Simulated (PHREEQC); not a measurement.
**Spent oxide etchant (model solution)**

Make-up at 25 °C: 0.0561 mol/kgw NH4HF2, 0.00027 mol/kgw H2SiF6 and 0.001 mol/kgw H3PO4. Closed to the air; pH follows from the charge balance.

All values are PHREEQC results (ion-association model, wateq4f.dat), not measurements.

This is a speciation only: nothing precipitates in the calculation.

### Question
Estimate the pH.

### Answer
pH 3.15.

### Question
In which forms is P present?

### Answer
H2PO4- 92 %, H3PO4 7.8 % of the P.

wateq4f.dat counts part of the HF as a dimer, H2F2, which phreeqc.dat doesn't know; its constant is uncertain. H3PO4, which wateq4f.dat lacks, is added to it with the constant of phreeqc.dat. SiF6-2 is the database's only silicon fluoride.
